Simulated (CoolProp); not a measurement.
Computed with CoolProp (reference Helmholtz-energy equation of state, Lemmon 2006). It is a short technical equation, of lower accuracy than the large ones.

Question: For C2F6 (R116), give the phase and the cp (kJ/(kg K)), speed of sound (m/s), viscosity (µPa s), conductivity (mW/(m K)) at 251 K and 0.109 MPa.

Answer: 
- 251 K and 0.109 MPa: gas; cp 0.702, speed of sound 127, viscosity 11.9, conductivity 11.3

Viscosity comes from a separate model (Huber 2003), an estimate that may be off by 10 % or more. Thermal conductivity comes from a separate model (Huber 2003), an estimate that may be off by 10 % or more.
